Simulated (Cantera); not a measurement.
A freely propagating, adiabatic, planar premixed flame of CH₄ : O₂ : N₂ = 1 : 1.43 : 5.37 (molar parts), equivalence ratio 1.4, unburnt at 350 K and 1.00 bar; mixture-averaged transport, grid criteria slope 0.08 and curve 0.16, no radiation.

Computed with Cantera and GRI-Mech 3.0 (53 species, 325 reactions). Burning velocities carry a grid error of a few per cent, more on coarse grids.

Question: How do the results move with these cheaper or finer settings: unity-Lewis-number transport; multicomponent transport; multicomponent+Soret transport; grid criteria slope 0.5, curve 1; grid criteria slope 0.25, curve 0.5; grid criteria slope 0.03, curve 0.06?

Answer: 
| setting | laminar burning velocity | thermal thickness | peak x(H₂) | peak x(HO₂) | grid points |
|---|---|---|---|---|---|
| as above | 20.0 cm/s | 0.870 mm | 0.0636 | 6.92e-5 | 135 |
| unity-Lewis-number transport | 14.5 cm/s | 1.08 mm | 0.0621 | 3.21e-5 | 132 |
| multicomponent transport | 19.9 cm/s | 0.886 mm | 0.0638 | 6.80e-5 | 135 |
| multicomponent+Soret transport | 20.6 cm/s | 0.845 mm | 0.0621 | 6.92e-5 | 140 |
| grid criteria slope 0.5, curve 1 | 21.6 cm/s | 0.936 mm | 0.0650 | 6.80e-5 | 34 |
| grid criteria slope 0.25, curve 0.5 | 20.7 cm/s | 0.890 mm | 0.0639 | 6.89e-5 | 56 |
| grid criteria slope 0.03, curve 0.06 | 19.8 cm/s | 0.860 mm | 0.0628 | 6.94e-5 | 342 |
The base run took very roughly 6 core-seconds.
Unity Lewis numbers drop preferential diffusion, which matters most where H2 and H carry the flame; Soret adds thermal diffusion.
